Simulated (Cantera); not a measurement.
A closed system holds: 1 mol Al, 3.9 mol HCl, 440 mol H₂, equilibrated at 0.480 bar.

Equilibrium computed with Cantera from the NASA thermochemical tables; the gas is ideal and each condensed phase is pure. Candidate condensed phases: Al, AlCl₃; 12 gas species. The tables' values for AlCl₂ are old estimates; treat these amounts as uncertain. Equilibrium is a limit: real reactors are often held back by kinetics, nucleation or transport.

x: gas mole fraction; nothing condenses.

```tsv
T (K)	x H₂	x HCl	x AlCl₃	x AlCl	x H
748	0.996	0.00203	0.00220	<1e-12	<1e-12
898	0.996	0.00203	0.00225	?	1.58e-10
1048	0.996	0.00203	0.00225	?	1.11e-8
1198	0.996	0.00216	0.00217	?	2.74e-7
1348	0.994	0.00327	0.00152	?	3.33e-6
1498	0.993	0.00517	0.000526	?	2.47e-5
1648	0.991	0.00615	8.98e-5	?	0.000128
1798	0.991	0.00640	1.39e-5	0.00214	0.000506
```

Complete the blanks.


- 898, x AlCl: 5.10e-10
- 1048, x AlCl: 3.47e-7
- 1198, x AlCl: 3.86e-5
- 1348, x AlCl: 0.000508
- 1498, x AlCl: 0.00142
- 1648, x AlCl: 0.00197
